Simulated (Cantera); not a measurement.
Input: 1 mol BCl3, 13 mol H2O, 16 mol N2, equilibrated at 2127 °C and 17.3 Torr.

These are equilibrium values from Cantera (NASA tables, ideal gas, pure condensed phases), not measurements of a reactor. The tables' values for BOCl are old estimates; treat these amounts as uncertain. Rates play no part.

```json
[
 {"species": "N2", "before": "0.483", "after": "0.525"},
 {"species": "H2O", "before": "0.271", "after": "0.376"},
 {"species": "HCl", "before": "0.0685", "after": "0.0984"},
 {"species": "H2", "before": "0.0525", "after": "1.52e-6"},
 {"species": "H", "before": "0.0240", "after": "<1e-9"},
 {"species": "OH", "before": "0.0228", "after": "2.20e-8"},
 {"species": "O2", "before": "0.0149", "after": "7.88e-8"},
 {"species": "Cl", "before": "0.0224", "after": "2.02e-6"},
 {"species": "HBO2", "before": "0.0262", "after": "0.000170"},
 {"species": "(HBO2)3", "before": "<1e-9", "after": "0.000868"},
 {"species": "O", "before": "0.00699", "after": "<1e-9"},
 {"species": "BO2", "before": "0.00265", "after": "<1e-9"},
 {"species": "B2O3", "before": "0.000449", "after": "<1e-9"},
 {"species": "BO", "before": "0.000426", "after": "<1e-9"},
 {"species": "NO", "before": "0.00400", "after": "2.00e-8"},
 {"species": "BOCl", "before": "9.10e-5", "after": "<1e-9"},
 {"species": "B2O3(l), mol", "before": "0", "after": "0.458"}
]
```
Gas species are given as mole fractions.

**Question.** Name the change that produced these shifts.
A. temperature from 2127 °C to 1650 °C
B. temperature from 2127 °C to 1252 °C
C. temperature from 2127 °C to 750 °C
D. temperature from 2127 °C to 477 °C

**Answer.** C, temperature from 2127 °C to 750 °C. Gases not in the tables: H3BO3
